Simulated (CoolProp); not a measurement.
Aqueous ethanol as a coolant, 30 % by mass, freezing at -20.1 °C, 1 atm.

The numbers come from the Melinder's fits for secondary coolants in CoolProp.

```json
[
 {"T (°C)": "-8.3", "Prandtl number": "116", "density (kg/m³)": "968.7", "cp (kJ/(kg K))": "4.132", "viscosity (mPa s)": "11.0"},
 {"T (°C)": "-4.4", "Prandtl number": "90.7", "density (kg/m³)": "967.0", "cp (kJ/(kg K))": "4.147", "viscosity (mPa s)": "8.63"},
 {"T (°C)": "-0.6", "Prandtl number": "(withheld)", "density (kg/m³)": "(withheld)", "cp (kJ/(kg K))": "4.161", "viscosity (mPa s)": "6.93"},
 {"T (°C)": "3.3", "Prandtl number": "58.7", "density (kg/m³)": "963.3", "cp (kJ/(kg K))": "4.174", "viscosity (mPa s)": "5.62"},
 {"T (°C)": "7.1", "Prandtl number": "48.3", "density (kg/m³)": "961.4", "cp (kJ/(kg K))": "4.185", "viscosity (mPa s)": "4.65"},
 {"T (°C)": "11", "Prandtl number": "40.1", "density (kg/m³)": "959.2", "cp (kJ/(kg K))": "4.195", "viscosity (mPa s)": "3.87"},
 {"T (°C)": "14.8", "Prandtl number": "33.9", "density (kg/m³)": "957.1", "cp (kJ/(kg K))": "4.204", "viscosity (mPa s)": "3.28"},
 {"T (°C)": "18.7", "Prandtl number": "(withheld)", "density (kg/m³)": "954.8", "cp (kJ/(kg K))": "4.213", "viscosity (mPa s)": "2.80"},
 {"T (°C)": "22.6", "Prandtl number": "24.7", "density (kg/m³)": "952.4", "cp (kJ/(kg K))": "4.222", "viscosity (mPa s)": "2.41"},
 {"T (°C)": "26.4", "Prandtl number": "21.4", "density (kg/m³)": "950.0", "cp (kJ/(kg K))": "4.230", "viscosity (mPa s)": "2.10"},
 {"T (°C)": "30.3", "Prandtl number": "18.7", "density (kg/m³)": "947.5", "cp (kJ/(kg K))": "4.238", "viscosity (mPa s)": "1.84"},
 {"T (°C)": "34.1", "Prandtl number": "16.5", "density (kg/m³)": "945.0", "cp (kJ/(kg K))": "(withheld)", "viscosity (mPa s)": "(withheld)"},
 {"T (°C)": "38", "Prandtl number": "14.6", "density (kg/m³)": "942.4", "cp (kJ/(kg K))": "4.256", "viscosity (mPa s)": "(withheld)"}
]
```

Question: Fill in the missing entries.

Answer: 
- -0.6, Prandtl number: 72.6
- -0.6, density (kg/m³): 965.2
- 18.7, Prandtl number: 28.8
- 34.1, cp (kJ/(kg K)): 4.247
- 34.1, viscosity (mPa s): 1.63
- 38, viscosity (mPa s): 1.45
